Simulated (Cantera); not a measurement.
Input: 1 mol FeS, 2.4 mol O₂, held at 650 °C and 11.0 bar.

Method: chemical equilibrium by Gibbs-energy minimisation in Cantera with the NASA 1993 tables (ideal gas, pure condensed phases). Candidate condensed phases: Fe, FeO, FeS, FeSO₄, FeS₂, Fe₂O₃, Fe₂(SO₄)₃, Fe₃O₄, S; 12 gas species. Kinetics and transport are ignored.

Problem. What is the equilibrium state?

Solution. 
| Property | Result |
|---|---|
| x(O₂) | 0.995 |
| x(SO₃) | 0.00459 |
| x(SO₂) | 0.000289 |
| n(Fe₂O₃(s)) | 0.167 mol |
| n(Fe₂(SO₄)₃(s)) | 0.333 mol |
| gas amount | 0.1508 mol |
| log10 activity of FeSO₄(s) (absent) | -1.28 |
| log10 activity of Fe(α) (absent) | -17.21 |
| log10 activity of S(l) (absent) | -20.32 |
